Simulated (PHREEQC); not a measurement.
Dissolve 0.007 mol NH4HF2, 0.063 mol H2SiF6, 0.11 mol H3PO4 and 0.15 mol HCl per kg of water at 25 °C. Closed to the air; pH follows from the charge balance.

Computed with PHREEQC (ion-association model, phreeqc.dat).

```json
[
 {"quantity": "pH", "before": "0.67", "after": "0.96"},
 {"quantity": "HF (mol/kgw)", "before": "0.0153", "after": "0.0103"},
 {"quantity": "F- (mol/kgw)", "before": "7.82e-5", "after": "8.96e-5"},
 {"quantity": "HF2- (mol/kgw)", "before": "4.50e-6", "after": "3.51e-6"},
 {"quantity": "NH3 (mol/kgw)", "before": "1.09e-11", "after": "1.20e-11"}
]
```

Task: What was changed between the two runs?
A. NH4HF2 from 0.007 to 0.0105 mol/kgw
B. diluted 5-fold with water
C. diluted 2-fold with water
D. H3PO4 left out
E. H2SiF6 left out

Result: C, diluted 2-fold with water

This is a speciation only: nothing precipitates in the calculation. Some of these states are supersaturated (in Quartz (slow to form), Chalcedony (slow to form), for instance). SiF6-2 is the database's only silicon fluoride.
